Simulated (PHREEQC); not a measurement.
## Hard or scaling water (model solution)

Make-up at 25 °C: 0.0013 mol/kgw CaSO4, 0.23 mol/kgw Na2SO4 and 1.8e-05 mol/kgw H4SiO4. Closed to the air; pH follows from the charge balance.

The numbers come from PHREEQC with the ion-association model, phreeqc.dat.

* **pH**: 7.21
* **ionic strength**: 0.559 mol/kgw
* **activity of water**: 0.989
* **specific conductance**: 27800 µS/cm
* **density**: 1.026 g/cm³

```tsv
species	molality	activity	log γ
Na+	0.394	0.282	-0.145
SO4-2	0.164	0.0322	-0.707
NaSO4-	0.0664	0.0456	-0.164
CaSO4	0.000732	0.000832	0.056
Ca+2	0.000568	0.000145	-0.592
H4SiO4	1.79e-5	2.04e-5	0.056
OH-	2.63e-7	1.64e-7	-0.205
HSO4-	2.60e-7	1.91e-7	-0.133
H+	8.03e-8	6.10e-8	-0.119
H3SiO4-	7.67e-8	4.92e-8	-0.192
```

This is a speciation only: nothing precipitates in the calculation.
